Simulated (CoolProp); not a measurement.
Toluene at 298.15 K and 0.652 MPa is throttled through a valve to 0.429 MPa with no heat exchange. Each further row changes one setting.

Computed with CoolProp (reference Helmholtz-energy equation of state, Lemmon 2006). It is a short technical equation, of lower accuracy than the large ones.

| case | temperature change (K) | final density (kg/m³) |
|---|---|---|
| as stated | ___ | 862 |
| outlet pressure 0.129 MPa | ___ | 862 |
| outlet pressure 0.558 MPa | ___ | ___ |

Q: Complete the blanks.

A: 
- as stated, temperature change (K): +0.1
- outlet pressure 0.129 MPa, temperature change (K): +0.2
- outlet pressure 0.558 MPa, temperature change (K): +0.0
- outlet pressure 0.558 MPa, final density (kg/m³): 863
